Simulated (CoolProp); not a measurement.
Octamethylcyclotetrasiloxane (D4) at several states: density (kg/m³) from the reference equation and from simpler models built on Tc = 586.5 K, pc = 1.347 MPa, ω = 0.598; each cubic takes its own stable root.

Computed with CoolProp (reference Helmholtz-energy equation of state, Thol 2015).

| T (K) | p (MPa) | phase | reference | van der Waals | Peng-Robinson |
|---|---|---|---|---|---|
| 442.8 | 0.494 | liquid | (withheld) | (withheld) | (withheld) |
| 533.8 | 6.79 | liquid | 693.5 | 475.7 | 727.3 |
| 519.1 | 0.0207 | gas | 1.435 | 1.431 | 1.435 |
| 397.7 | 1.27 | liquid | (withheld) | (withheld) | (withheld) |

### Question
Fill in the missing entries.

### Answer

- 442.8, reference: 775.9
- 442.8, van der Waals: 446.3
- 442.8, Peng-Robinson: 797.5
- 397.7, reference: 836.9
- 397.7, van der Waals: 489.6
- 397.7, Peng-Robinson: 858.7
